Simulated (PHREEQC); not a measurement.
Dissolve 0.001 mol/kgw ZnSO4, 0.00028 mol/kgw NaCl and 0.028 mol/kgw MnSO4 at 25 °C. Closed to the air; pH follows from the charge balance.

Model: ion-association model, wateq4f.dat, run in PHREEQC.

No solid was allowed to form.

Problem. Estimate the pH.

Solution. pH 6.28.

Problem. In which forms is Na present?

Solution. Na+ 96 %, NaSO4- 3.6 % of the Na.
